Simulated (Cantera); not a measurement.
A closed system holds: 1 mol Hg, 2.2 mol H2, equilibrated at 1000 Pa.

Method: chemical equilibrium by Gibbs-energy minimisation in Cantera with the NASA 1993 tables (ideal gas, pure condensed phases). Candidate condensed phases: Hg; 3 gas species. The numbers say what is thermodynamically allowed, not how fast it happens. All values below are at 1323 K.

Base state: H2 0.687, Hg 0.312, H 1.31e-5 (mole fractions); condensed: gas only.

What changes in the equilibrium state with this change: 0.072 mol NH3 added?


```json
[
 {"species": "H2", "before": "0.687", "after": "0.690"},
 {"species": "Hg", "before": "0.312", "after": "0.299"},
 {"species": "N2", "before": "0", "after": "0.0108"},
 {"species": "H", "before": "1.31e-5", "after": "1.32e-5"}
]
```

What changes in the equilibrium state with this change: Hg replaced by PbO?


```
species   before    after
-------  -------  -------
H2         0.687    0.375
H2O            0    0.312
Pb             0    0.312
Hg         0.312        0
Pb2            0  3.21e-5
PbO            0  2.65e-5
H        1.31e-5  9.71e-6
```
Further candidate phases: H2O, Pb, PbO, PbO2, Pb3O4.
